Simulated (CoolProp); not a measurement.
The numbers come from the reference Helmholtz-energy equation of state, Thol 2021 in CoolProp.

For chlorine, give the phase and the Z, cv (kJ/(kg K)), isothermal compressibility (1/MPa), expansivity (1/kK) at 102.55 °C and 95.5 bar.


- 102.55 °C and 95.5 bar: liquid; Z 0.188, cv 0.484, isothermal compressibility 0.00696, expansivity 3.74
